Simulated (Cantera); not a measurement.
An isothermal, constant-pressure homogeneous reactor starts with NO : N₂ = 1 : 0.36 (molar parts), at 1775 K and 0.0424 atm. Integrator tolerance rtol = 1e-08.

Computed with Cantera and GRI-Mech 3.0 (53 species, 325 reactions). Radical loss at walls, strong at low pressure, is not modelled.

```csv
quantity,before,after
x(NO) at 7.00 s,0.668 (gas-phase equilibrium 0.00452),0.282 (gas-phase equilibrium 0.00452)
x(N₂) at 7.00 s,0.298 (gas-phase equilibrium 0.630),0.491 (gas-phase equilibrium 0.630)
x(NO₂) at 7.00 s,0.000144 (gas-phase equilibrium 3.26e-6),0.000642 (gas-phase equilibrium 1.31e-5)
x(O₂) at 7.00 s,0.0336 (gas-phase equilibrium 0.365),0.226 (gas-phase equilibrium 0.365)
x(N₂O) at 7.00 s,0.000155 (gas-phase equilibrium 4.83e-8),3.03e-5 (gas-phase equilibrium 1.94e-7)
x(O) at 7.00 s,0.000103 (gas-phase equilibrium 0.000281),5.58e-5 (gas-phase equilibrium 7.01e-5)
```

Problem. What was changed between the two runs?
A. temperature 1775 to 1850 K
B. pressure from 0.0424 atm to 0.681 atm
C. temperature 1775 to 2200 K
D. temperature 1775 to 1975 K

Solution. B, pressure from 0.0424 atm to 0.681 atm
